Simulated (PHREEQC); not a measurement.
# Silver or lead bath

Consider water at 9.3 °C with 0.00056 mol/kgw PbCl2 and 7.2e-05 mol/kgw NaCl. It is in equilibrium with CO2 at log p = -2 (atm). Otherwise closed; pH follows from the charge balance.

Model: ion-association model, phreeqc.dat, run in PHREEQC.

Each row changes one thing in this solution. This is a speciation only: nothing precipitates in the calculation.

```csv
case,pH,ionic strength (mol/kgw),CO2 (mol/kgw),HCO3- (mol/kgw),(CO2)2 (mol/kgw),CO3-2 (mol/kgw),SI of Halite (NaCl)
as made,4.79,0.00173,0.000550,1.19e-5,3.15e-9,2.64e-11,-8.67
temperature from 9.3 to 25 °C,4.83,0.00172,0.000340,1.06e-5,2.12e-9,3.85e-11,-8.68
diluted 100-fold with water,4.86,3.12e-5,0.000551,1.37e-5,3.16e-9,3.25e-11,-12.63
0.00022 mol/kgw Ba(OH)2 added,6.11,0.00207,0.000550,0.000249,3.15e-9,1.17e-8,-8.67
temperature from 9.3 to 80 °C,5.02,0.00164,0.000126,___,1.11e-9,5.79e-11,-8.74
PbCl2 replaced by FeCl2 at the same molality,4.85,0.00176,0.000550,1.39e-5,3.15e-9,3.63e-11,-8.66
temperature from 9.3 to 55 °C,4.93,___,0.000178,8.17e-6,1.34e-9,5.55e-11,-8.71
temperature from 9.3 to 90 °C,5.06,0.00162,0.000114,5.74e-6,1.05e-9,5.59e-11,-8.75
```

Task: Complete the blanks.

Result: 
- temperature from 9.3 to 80 °C, HCO3- (mol/kgw): 6.37e-6
- temperature from 9.3 to 55 °C, ionic strength (mol/kgw): 0.00168

Some of these states are supersaturated (in Cerussite, Pb(OH)2, for instance). At this temperature some constants are extrapolated from 25 °C, and those without enthalpy data are left unchanged.
